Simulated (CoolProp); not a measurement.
Values from CoolProp's reference Helmholtz-energy equation of state, Schmidt 1985.

Give the vapour pressure (kPa), liquid density (kg/m³), enthalpy of vaporisation (kJ/kg), liquid cp (kJ/(kg K)) of saturated oxygen at -162.75 °C.


```json
[
 {"T (°C)": "-162.75", "p (kPa)": "559", "liquid density (kg/m³)": "1030", "enthalpy of vaporisation (kJ/kg)": "189", "liquid cp (kJ/(kg K))": "1.81"}
]
```
